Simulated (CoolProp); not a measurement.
Vapour-liquid equilibrium of fluoroethane (R161) (1) + R134a (2) at 0.335 MPa; x and y are mole fractions of (1).

The numbers come from the multi-fluid Helmholtz-energy mixture model, Wu 2012 and Tillner-Roth 1994; pair parameters Bell 2016 in CoolProp.

Question: Give the bubble temperature and the first vapour's composition at x = 0.2, 0.35, 0.65. Is there an azeotrope?

Answer: x = 0.2: 1.9 °C, y = 0.250; x = 0.35: 0.2 °C, y = 0.426; x = 0.65: -3.3 °C, y = 0.735. No azeotrope shows between x = 0.05 and 0.95.

The pair parameters rest on a limited set of measurements; away from them the model extrapolates.
